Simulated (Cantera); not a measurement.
A jet of 1.25 % CH₄, 9.29 % O₂, 89.5 % N₂, equivalence ratio 0.27 at 300 K and 0.440 bar hits a platinum plate 6.8 cm away at a mass flux of 0.062 kg/m²/s; the plate temperature is set and raised in steps from an oxygen-covered start.

Cantera simulation using Deutschmann's 1995 Pt surface mechanism with GRI-Mech 3.0 gas chemistry; the numbers are that mechanism's predictions, not measurements. Catalytic surfaces can have several steady states; this one follows from the mechanism file's or the stated starting coverage.

x: mole fraction at the wall; θ: surface coverage.

| plate T (K) | wall x CH₄ | wall x O₂ | wall x H₂O | wall x OH | wall x CO | wall x CO₂ | θ free Pt | θ O* | θ OH* |
|---|---|---|---|---|---|---|---|---|---|
| 850 | 0.00825 | 0.0839 | 0.00785 | <1e-8 | 1.87e-6 | 0.00514 | 0.0927 | 0.906 | 0.00142 |
| 900 | 0.00536 | 0.0778 | 0.0132 | 1.37e-8 | 1.72e-6 | 0.00867 | 0.143 | 0.856 | 0.00177 |
| 950 | 0.00329 | 0.0734 | 0.0170 | 4.07e-8 | 1.46e-6 | 0.0112 | 0.199 | 0.799 | 0.00187 |
| 1000 | ___ | 0.0709 | 0.0192 | ___ | ___ | 0.0126 | ___ | 0.738 | 0.00181 |
| 1050 | ___ | 0.0695 | 0.0204 | ___ | ___ | 0.0134 | ___ | ___ | 0.00169 |

Q: Some entries are withheld; supply them.

A: 
- 1000, wall x CH₄: 0.00209
- 1000, wall x OH: 1.06e-7
- 1000, wall x CO: 1.23e-6
- 1000, θ free Pt: 0.260
- 1050, wall x CH₄: 0.00139
- 1050, wall x OH: 2.46e-7
- 1050, wall x CO: 1.08e-6
- 1050, θ free Pt: 0.322
- 1050, θ O*: 0.676
